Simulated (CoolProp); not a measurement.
Saturation properties of R236EA (Tc = 412.4 K, pc = 3414 kPa, ω = 0.368).

The numbers come from the reference Helmholtz-energy equation of state, Rui 2013 in CoolProp.

```tsv
T (K)	p (kPa)	liquid density (kg/m³)	surface tension (mN/m)	vapour viscosity (µPa s)
326.5	501.4	1330	?	11.8
335	633.4	1298	7.33	?
343.5	790.3	1265	6.32	12.5
352	974.8	1229	5.34	12.9
360.5	1190	1190	?	13.4
369.1	1443	1147	3.49	14.0
377.6	?	1100	2.63	14.7
386.1	2060	1045	1.83	15.7
394.6	?	979.3	1.10	17.2
403.1	2867	890.7	0.462	19.8
```

Problem. Fill in the missing entries.

Solution. 
- 326.5, surface tension (mN/m): 8.37
- 335, vapour viscosity (µPa s): 12.2
- 360.5, surface tension (mN/m): 4.40
- 377.6, p (kPa): 1730
- 394.6, p (kPa): 2437

It boils at 279.3 K under 1 atm.

Viscosity comes from a separate model (Huber 2003), an estimate that may be off by 10 % or more. Surface tension comes from a separate correlation (Mulero 2012).
